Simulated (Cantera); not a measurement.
Input: 1 mol PH3, 0.05 mol H2, equilibrated at 263 Torr.

Cantera equilibrium calculation (NASA polynomials, part measured and part estimated; ideal gas, pure solids and liquids). Candidate condensed phases: P; 7 gas species. The numbers say what is thermodynamically allowed, not how fast it happens.

x: gas mole fraction; nothing condenses.

```tsv
T (K)	x H2	x P2	x P4	x H	x P	x PH	x PH3
1550	0.765	0.224	0.0116	?	4.32e-6	1.43e-5	6.34e-5
1600	0.761	0.231	0.00727	?	8.02e-6	2.15e-5	5.39e-5
1650	0.759	0.236	0.00460	?	1.43e-5	3.15e-5	4.61e-5
1700	0.758	0.239	0.00295	?	2.44e-5	4.50e-5	3.98e-5
1750	0.757	0.240	0.00193	?	4.05e-5	6.28e-5	3.46e-5
1800	0.757	0.241	0.00128	?	6.52e-5	8.59e-5	3.03e-5
1850	0.756	0.242	0.000872	?	0.000102	0.000116	2.67e-5
1900	0.755	0.243	0.000603	?	0.000157	0.000153	2.37e-5
1950	0.755	0.243	0.000425	?	0.000235	0.000199	2.12e-5
2000	0.754	0.243	0.000305	?	0.000344	0.000257	1.90e-5
2050	0.753	0.243	0.000222	?	0.000496	0.000326	1.72e-5
2100	0.752	0.242	0.000164	?	0.000702	0.000410	1.56e-5
```

Q: Fill in the missing entries.

A: 
- 1550, x H: 4.66e-5
- 1600, x H: 8.02e-5
- 1650, x H: 0.000134
- 1700, x H: 0.000217
- 1750, x H: 0.000342
- 1800, x H: 0.000526
- 1850, x H: 0.000792
- 1900, x H: 0.00117
- 1950, x H: 0.00168
- 2000, x H: 0.00239
- 2050, x H: 0.00333
- 2100, x H: 0.00457
